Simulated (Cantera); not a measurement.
**Counterflow diffusion flame**

A counterflow diffusion flame at 0.320 bar, nozzles 20 mm apart: fuel side CH4 : H2 = 1 : 0.96 (molar parts) at 300 K, oxidiser side O2 : N2 = 0.27 : 0.73 (molar parts) at 823 K, fuel mass flux 1.1 times the oxidiser's; mixture-averaged transport, no radiation.

Computed with Cantera and GRI-Mech 3.0 (53 species, 325 reactions). GRI-Mech 3.0 has no aromatics or soot, which form on the fuel side of real flames. The maximum strain rate includes the flame's own expansion and is several times the mean.

```json
[
 {"oxidiser flux (kg/m²/s)": "0.19", "max strain (1/s)": "647", "mean strain (1/s)": "159", "T max (K)": "2254", "peak x OH": "0.0226", "peak x H": "0.0230", "peak x NO": "0.000244", "peak x CO": "0.0665", "peak x C2H2": "0.0169"},
 {"oxidiser flux (kg/m²/s)": "0.29", "max strain (1/s)": "949", "mean strain (1/s)": "242", "T max (K)": "2222", "peak x OH": "0.0215", "peak x H": "0.0241", "peak x NO": "0.000196", "peak x CO": "0.0643", "peak x C2H2": "0.0165"},
 {"oxidiser flux (kg/m²/s)": "0.44", "max strain (1/s)": "1390", "mean strain (1/s)": "367", "T max (K)": "2192", "peak x OH": "0.0204", "peak x H": "0.0251", "peak x NO": "0.000155", "peak x CO": "0.0625", "peak x C2H2": "0.0160"},
 {"oxidiser flux (kg/m²/s)": "0.66", "max strain (1/s)": "2030", "mean strain (1/s)": "551", "T max (K)": "2166", "peak x OH": "0.0194", "peak x H": "0.0261", "peak x NO": "0.000121", "peak x CO": "0.0613", "peak x C2H2": "0.0152"},
 {"oxidiser flux (kg/m²/s)": "0.99", "max strain (1/s)": "2960", "mean strain (1/s)": "827", "T max (K)": "2134", "peak x OH": "0.0182", "peak x H": "0.0266", "peak x NO": "8.89e-5", "peak x CO": "0.0602", "peak x C2H2": "0.0138"},
 {"oxidiser flux (kg/m²/s)": "1.5", "max strain (1/s)": "4380", "mean strain (1/s)": "1250", "T max (K)": "2098", "peak x OH": "0.0168", "peak x H": "0.0268", "peak x NO": "6.08e-5", "peak x CO": "0.0597", "peak x C2H2": "0.0119"},
 {"oxidiser flux (kg/m²/s)": "2.2", "max strain (1/s)": "6270", "mean strain (1/s)": "1840", "T max (K)": "2056", "peak x OH": "0.0152", "peak x H": "0.0264", "peak x NO": "3.89e-5", "peak x CO": "0.0598", "peak x C2H2": "0.00952"},
 {"oxidiser flux (kg/m²/s)": "3.4", "max strain (1/s)": "9410", "mean strain (1/s)": "2840", "T max (K)": "1987", "peak x OH": "0.0128", "peak x H": "0.0246", "peak x NO": "1.88e-5", "peak x CO": "0.0597", "peak x C2H2": "0.00612"}
]
```
x: mole fraction; the columns are a selection and need not sum to one.
